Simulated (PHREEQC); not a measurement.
Make-up at 20 °C: 0.085 mol FeSO4, 0.017 mol CaCl2, 0.0028 mol NaH2PO4 and 0.0032 mol NaCl per kg of water. Closed to the air; pH follows from the charge balance.

Equilibrium calculation in PHREEQC: ion-association model, wateq4f.dat.

The ionic strength comes out as 0.236 mol/kgw. What activity coefficients do Fe+2, Ca+2, FeHSO4+, H2PO4-, HPO4-2 get?

Fe+2 0.31, Ca+2 0.31, FeHSO4+ 0.74, H2PO4- 0.74, HPO4-2 0.28.

No solid was allowed to form. Examples of supersaturated solids here: Vivianite, Gypsum. Others may be too. H3PO4, which wateq4f.dat lacks, is added to it with the constant of phreeqc.dat.
